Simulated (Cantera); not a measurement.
## CH3SiCl3 + C3H8 + H2 + C2H4 (silicon carbide growth)

Input: 1 mol CH3SiCl3, 0.023 mol C3H8, 350 mol H2, 0.014 mol C2H4, at 10.0 Torr.

Equilibrium computed with Cantera from the NASA thermochemical tables; the gas is ideal and each condensed phase is pure. Candidate condensed phases: C, C6H6, C7H8, C8H18, Si, SiC; 109 gas species. The feed counts by its element totals alone. The tables' values for SiCl are old estimates; treat these amounts as uncertain. Gases not in the tables: Si2H6 and higher silanes. The numbers say what is thermodynamically allowed, not how fast it happens.

From 750 °C to 850 °C the condensed part is SiC(s). From 950 °C to 1450 °C the condensed part is C(graphite) + SiC(s). From 1550 °C to 1750 °C the condensed part is SiC(s). The main Si-bearing gas is SiCl4 at 750 °C and Si at 1750 °C.

```
T (°C)  log p H2  log p H  log p HCl  log p Si  log p C2H2 (acetylene)  n SiC(s)  n C(graphite)
------  --------  -------  ---------  --------  ----------------------  --------  -------------
750        -1.88    -9.32      -3.95      <-13                  -11.66     1.000              0
850        -1.88    -8.31      -3.95      <-13                   -9.83     1.000              0
950        -1.88    -7.46      -3.95      <-13                   -8.68     1.000         0.0354
1050       -1.88    -6.74      -3.95    -12.53                   -7.96     1.000         0.0652
1150       -1.88    -6.12      -3.95    -11.09                   -7.34     1.000         0.0773
1250       -1.88    -5.58      -3.95     -9.84                   -6.81     0.999         0.0787
1350       -1.88    -5.10      -3.95     -8.75                   -6.34     0.999         0.0668
1450       -1.88    -4.68      -3.95     -7.79                   -5.92     0.998         0.0310
1550       -1.88    -4.30      -3.95     -6.85                   -5.72     0.992              0
1650       -1.88    -3.97      -3.95     -5.97                   -5.60     0.961              0
1750       -1.89    -3.66      -3.96     -5.28                   -5.31     0.825              0
```
log p: log10 of the partial pressure in bar; n: condensed amount in mol.
